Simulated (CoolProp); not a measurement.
Values from CoolProp's reference Helmholtz-energy equation of state, Gao 2022.

**Question.** Give the vapour pressure (bar), vapour density (kg/m³), enthalpy of vaporisation (kJ/kg) of saturated n-perfluoropentane at 24.65, 44.45, 54.35 °C.

**Answer.** 
```json
[
 {"T (°C)": "24.65", "p (bar)": "0.852", "vapour density (kg/m³)": "10.4", "enthalpy of vaporisation (kJ/kg)": "92.0"},
 {"T (°C)": "44.45", "p (bar)": "1.71", "vapour density (kg/m³)": "20.3", "enthalpy of vaporisation (kJ/kg)": "85.9"},
 {"T (°C)": "54.35", "p (bar)": "2.33", "vapour density (kg/m³)": "27.5", "enthalpy of vaporisation (kJ/kg)": "82.6"}
]
```
